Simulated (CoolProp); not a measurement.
Vapour-liquid equilibrium of hydrogen chloride (1) + propane (2) at 196.8 K; x and y are mole fractions of (1).

Values from CoolProp's multi-fluid Helmholtz-energy mixture model, Thol 2018 and Lemmon 2009; pair parameters Bell 2016.

```tsv
x	bubble pressure, mixture model (MPa)	bubble pressure, Raoult's law (MPa)	y, mixture model	y, Raoult's law
0.05	0.04270	0.02379	0.626	0.339
0.15	0.08346	0.03828	0.822	0.633
0.25	0.1101	0.05277	0.874	0.765
0.35	0.1259	0.06727	0.896	0.840
0.45	0.1347	0.08176	0.907	0.889
0.55	0.1396	0.09625	0.914	0.923
0.65	0.1432	0.1107	0.920	0.948
0.75	0.1470	0.1252	0.928	0.967
0.85	0.1520	0.1397	0.943	0.982
0.95	0.1583	0.1542	0.974	0.995
```

The largest gap from Raoult's law is +118.0 % in bubble pressure, at x = 0.15. No azeotrope shows between x = 0.05 and 0.95.

Pair parameters are fitted to limited data, so mixtures are less certain than the pure fluids. With so large a gap from Raoult's law the liquid may split in two, which this calculation doesn't test in full.
